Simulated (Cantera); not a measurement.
# SiH2Cl2 + N2 (silicon nitride deposition)

Feed: 1 mol SiH2Cl2, a varied amount of N2, held at 0.00260 bar.

Equilibrium computed with Cantera from the NASA thermochemical tables; the gas is ideal and each condensed phase is pure. Candidate condensed phases: NH4Cl, Si, Si3N4; 28 gas species. N2 is the only nitrogen source here; it is nearly inert below about 1500 K, so the nitride shown seldom forms there in practice. The tables' values for SiCl3 are old estimates. Equilibrium is a limit: real reactors are often held back by kinetics, nucleation or transport.

Stable condensed phases:

```
T in °C \ n(N2) in mol
         0.45  1.2  1.9  2.7  3.4  4.2  4.9  5.6  6.4  7.1  7.9  8.6
   1825     A    A    A    B    B    B    B    B    B    B    B    B
   1725     A    A    A    A    A    A    A    A    A    A    A    A
   1625     A    A    A    A    A    A    A    A    A    A    A    A
   1525     A    A    A    A    A    A    A    A    A    A    A    A
   1425     A    A    A    A    C    C    C    C    C    C    C    C
   1325     C    C    C    C    C    C    C    C    C    C    C    C
   1225     C    C    C    C    C    C    C    C    C    C    C    C
   1125     C    C    C    C    C    C    C    C    C    C    C    C
   1025     C    C    C    C    C    C    C    C    C    C    C    C
    925     C    C    C    C    C    C    C    C    C    C    C    C
    825     C    C    C    C    C    C    C    C    C    C    C    C
    725     C    C    C    C    C    C    C    C    C    C    C    C
    625     C    C    C    C    C    C    C    C    C    C    C    C
    525     C    C    C    C    C    C    C    C    C    C    C    C
```

A: Si; B: gas only; C: Si3N4.
